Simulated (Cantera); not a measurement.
Feed: 1 mol CH₂F₂, 0.076 mol HCl, equilibrated at 3473 K and 30.0 Torr.

Method: chemical equilibrium by Gibbs-energy minimisation in Cantera with the NASA 1993 tables (ideal gas, pure condensed phases). The numbers say what is thermodynamically allowed, not how fast it happens.

```
species             before    after
----------------  --------  -------
HF                   0.414    0.963
HCl               0.000984   0.0366
H₂                 0.00630  9.85e-8
H                    0.220    <1e-9
F                    0.188    <1e-9
C₃                  0.0707    <1e-9
C                   0.0303    <1e-9
CF                  0.0248    <1e-9
Cl                  0.0229    <1e-9
C₂                  0.0160    <1e-9
C₂H                0.00331    <1e-9
C₅                 0.00108    <1e-9
CF₂               0.000557    <1e-9
C₄                0.000382    <1e-9
C₂H₂ (acetylene)  0.000309    <1e-9
CH                0.000110    <1e-9
C(graphite), mol         0     1.00
```
Gas species are given as mole fractions.

**Question.** Name the change that produced these shifts.
(A) HCl from 0.076 to 1.8 mol
(B) temperature from 3473 K to 2748 K
(C) 1.9 mol H₂ added
(D) temperature from 3473 K to 773 K

**Answer.** D, temperature from 3473 K to 773 K
